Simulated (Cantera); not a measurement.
**SiO2 + C + H2 (carbothermic reduction)**

A closed system holds: 1 mol SiO2, 0.38 mol C, 4.7 mol H2, equilibrated at 1175 K and 1 atm.

Method: chemical equilibrium by Gibbs-energy minimisation in Cantera with the NASA 1993 tables (ideal gas, pure condensed phases). Candidate condensed phases: C, C6H6, C7H8, C8H18, H2O, Si, SiC, SiO2; 123 gas species. Mutual solubility and eutectic melting of coexisting phases are not modelled. The tables hold silica as quartz up to 1696 K and as liquid above; real silica turns to tridymite and cristobalite and melts near 1996 K. Rates play no part.

```json
{
  "x(H2)": "0.981",
  "x(CH4)": "0.0187",
  "x(CO)": "2.82e-5",
  "x(C2H4)": "1.13e-6",
  "n(C(graphite))": "0.294 mol",
  "n(SiC(s))": "6.73e-5 mol",
  "n(SiO2(β-quartz))": "1.000 mol",
  "gas_amount": "4.614 mol",
  "log10 activity of Si(s) (absent)": "-2.84"
}
```
